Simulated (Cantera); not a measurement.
# Catalytic stagnation flow on Pt

A jet of 5.24 % CH4, 10.4 % O2, 84.4 % N2, equivalence ratio 1.0 at 300 K and 0.0850 bar hits a platinum plate 2.9 cm away at a mass flux of 0.029 kg/m²/s; the plate temperature is set and raised in steps from an oxygen-covered start.

Computed with Cantera and Deutschmann's 1995 Pt surface mechanism with GRI-Mech 3.0 gas chemistry. Catalytic surfaces can have several steady states; this one follows from the mechanism file's or the stated starting coverage.

```tsv
plate T (K)	wall x CH4	wall x O2	wall x H2O	wall x OH	wall x CO	wall x CO2	θ free Pt	θ O*	θ OH*	θ CO*
950	0.0187	0.0320	0.0628	1.17e-7	1.22e-5	0.0413	0.355	0.643	0.00190	1.78e-5
1000	0.0119	0.0178	0.0752	2.92e-7	1.19e-5	0.0497	0.475	0.523	0.00180	1.37e-5
1050	0.00756	0.00866	0.0830	6.14e-7	1.25e-5	0.0549	0.614	0.385	0.00156	1.14e-5
1100	0.00285	0.00188	0.0910	3.78e-8	0.00585	0.0538	0.992	0.000353	5.47e-5	0.00708
1150	0.00291	0.00196	0.0905	9.19e-8	0.00547	0.0541	0.996	0.000429	5.23e-5	0.00359
1200	0.00298	0.00205	0.0900	2.12e-7	0.00496	0.0546	0.997	0.000536	5.12e-5	0.00185
1250	0.00306	0.00214	0.0893	4.70e-7	0.00434	0.0552	0.998	0.000691	5.13e-5	0.000961
1300	0.00313	0.00223	0.0887	1.00e-6	0.00366	0.0559	0.998	0.000918	5.27e-5	0.000499
```
x: mole fraction at the wall; θ: surface coverage.
